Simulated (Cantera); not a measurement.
A perfectly stirred reactor is fed with 29.6 % H2, 14.8 % O2, 55.6 % N2, at 3080 Torr; it is adiabatic with a 475 K inlet, and is followed from long to short residence time, starting on the burning branch (τ in s: 0.27, 0.11, 0.044, 0.018, 0.0071, 0.0029, 0.0012, 0.00046, 0.00019, 7.4e-05).

Computed with Cantera and the H2/O2 subset of GRI-Mech 3.0, which has no nitrogen chemistry. The hydrogen kinetics of GRI-Mech 3.0 are dated; newer H2 mechanisms differ, most at raised pressure.

Problem. Predict: blow-out, bracketed by the residence times tried; x(H2) at τ = 0.270 s; x(O2) at τ = 0.270 s; x(H2O) at τ = 0.270 s; x(OH) at τ = 0.270 s; x(H) at τ = 0.270 s; x(H2) at τ = 2.90 ms; x(O2) at τ = 2.90 ms; x(H2O) at τ = 2.90 ms; x(OH) at τ = 2.90 ms; x(H) at τ = 2.90 ms.

Solution. 
| Property | Value |
|---|---|
| blow-out, bracketed by the residence times tried | burning at 74.0 µs, the shortest tried |
| x(H2) at τ = 0.270 s | 0.0147 |
| x(O2) at τ = 0.270 s | 0.00548 |
| x(H2O) at τ = 0.270 s | 0.324 |
| x(OH) at τ = 0.270 s | 0.00799 |
| x(H) at τ = 0.270 s | 0.00170 |
| x(H2) at τ = 2.90 ms | 0.0168 |
| x(O2) at τ = 2.90 ms | 0.00639 |
| x(H2O) at τ = 2.90 ms | 0.320 |
| x(OH) at τ = 2.90 ms | 0.00883 |
| x(H) at τ = 2.90 ms | 0.00223 |
